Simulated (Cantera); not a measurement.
What does this Cantera script print?

```python
import numpy as np
import cantera as ct

gas_names = """
    H H2 N NH NH2 NH3 N2 N2H2 N2H4 Si SiH SiH2 SiH3 SiH4 SiN Si2 Si2N Si3
""".split()
cond_names = """
    Si(cr) Si(L) Si3N4(a)
""".split()


# ... load() reads the species with a 1 bar reference pressure and builds the phases ...
atoms = {
    'trisilylamine': {'Si': 3, 'N': 1, 'H': 9},
    'N2': {'N': 2},
    'H2': {'H': 2},
}
top_T = {'Si3N4(a)': 2400}  # K; cautious upper limits of use, not melting points


# ... equilibrate(T, P, feed) seeds the gas with the atoms and calls Mixture.equilibrate('TP', solver="vcs", rtol=1e-11, max_steps=5000) ...
results = []
feed = {'trisilylamine': 1, 'N2': 47, 'H2': 5.6}  # mol
P = 1500  # Pa
for T in [1175, 1275, 1375, 1475, 1575, 1675, 1775, 1875, 1975]:
    mix = equilibrate(T, P, feed)
    results.append((T, P, feed, dict(zip(mix.species_names, mix.species_moles))))

top = {s: max(r[3][s] / sum(r[3][g] for g in gas_names) for r in results) for s in gas_names}
cols = sorted((s for s in top if top[s] > 0.0001), key=lambda s: -top[s])[:9]
seen = [c for c in cond_names if any(r[3].get(c, 0) > 1e-12 for r in results)]
print("log10 of partial pressures in bar; condensed amounts in mol")
print(f"{'T/K':>10s}" + "".join(f"{s[:9]:>10s}" for s in cols + seen))
for T, P, feed, n in results:
    ng = sum(n[g] for g in gas_names)
    print(f"{T:10.4g}" + "".join(f"{np.log10(max(n[s] / ng * P / 1e5, 1e-99)):10.3f}" for s in cols)
          + "".join(f"{n.get(c, 0):10.4g}" for c in seen))
```

It prints:

```
log10 of partial pressures in bar; condensed amounts in mol
       T/K        N2        H2         H        Si     Si(L)  Si3N4(a)
      1175    -1.911    -2.565    -8.194   -16.257         0         1
      1275    -1.911    -2.565    -7.415   -13.838         0         1
      1375    -1.911    -2.565    -6.747   -11.774         0         1
      1475    -1.911    -2.565    -6.169    -9.994         0         1
      1575    -1.911    -2.565    -5.664    -8.443         0         1
      1675    -1.911    -2.565    -5.218    -7.081         0    0.9999
      1775    -1.911    -2.566    -4.822    -5.874         0    0.9979
      1875    -1.908    -2.584    -4.475    -5.043     2.957         0
      1975    -1.910    -2.588    -4.158    -4.490     2.852         0
```

Method: chemical equilibrium by Gibbs-energy minimisation in Cantera with the NASA 1993 tables (ideal gas, pure condensed phases). The feed counts by its element totals alone. The tables' values for SiN are old estimates; treat these amounts as uncertain. Gases not in the tables: Si2H6 and higher silanes.
